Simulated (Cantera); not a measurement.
Hydrocarbon pyrolysis for carbon deposition

An isothermal, constant-pressure homogeneous reactor starts with 5.26 % C₂H₄, 94.7 % H₂, at 1950 K and 0.00938 atm.

Model: GRI-Mech 3.0 (53 species, 325 reactions), integrated in Cantera. GRI-Mech 3.0 was tuned for natural gas; its chemistry of ethylene as a main component is partial and can be far from experiment. GRI-Mech 3.0 stops at C3 and has no aromatics, soot or wall deposition, so with more carbon than oxygen in the feed, carbon stays in small species such as C2H2 where larger ones or solid carbon would form. Radical loss at walls, strong at low pressure, is not modelled.

| t (s) | x C₂H₄ | x H₂ | x C₂H₆ | x CH₃ | x H | x C₂H | x C₂H₂ |
|---|---|---|---|---|---|---|---|
| 3.00e-5 | 0.0523 | 0.947 | 1.99e-9 | 4.28e-10 | 1.71e-6 | 8.79e-12 | 0.000302 |
| 0.000114 | 0.0514 | 0.947 | 9.05e-9 | 5.55e-9 | 6.82e-6 | 1.30e-10 | 0.00114 |
| 0.000431 | 0.0482 | 0.948 | 1.54e-8 | 1.85e-8 | 2.59e-5 | 1.82e-9 | 0.00424 |
| 0.00164 | 0.0371 | 0.948 | 1.42e-8 | 3.62e-8 | 9.09e-5 | 2.22e-8 | 0.0148 |
| 0.00621 | 0.0121 | 0.949 | 6.00e-9 | 5.14e-8 | 0.000237 | 1.51e-7 | 0.0385 |
| 0.0235 | 9.01e-5 | 0.949 | 6.01e-11 | 8.64e-8 | 0.000511 | 4.21e-7 | 0.0499 |
| 0.0892 | 1.11e-5 | 0.949 | 1.16e-11 | 2.58e-7 | 0.00153 | 1.27e-6 | 0.0499 |
| 0.338 | 6.11e-6 | 0.945 | 8.25e-12 | 9.08e-7 | 0.00489 | 4.05e-6 | 0.0499 |
| 1.28 | 4.15e-6 | 0.940 | 7.00e-12 | 3.42e-6 | 0.0104 | 8.67e-6 | 0.0497 |
| 4.87 | 3.95e-6 | 0.939 | 1.75e-11 | 8.32e-6 | 0.0115 | 9.53e-6 | 0.0497 |
| 18.5 | 3.95e-6 | 0.939 | 2.21e-11 | 9.65e-6 | 0.0115 | 9.53e-6 | 0.0497 |
| 70.0 | 3.95e-6 | 0.939 | 2.21e-11 | 9.65e-6 | 0.0115 | 9.53e-6 | 0.0497 |
x: mole fraction; the columns are a selection and need not sum to one.

Equilibrium at this temperature and pressure: C₂H₄ 3.95e-6, H₂ 0.939, C₂H₆ 2.21e-11, CH₃ 9.66e-6, H 0.0115, C₂H 9.53e-6, C₂H₂ 0.0497 (gas phase only).
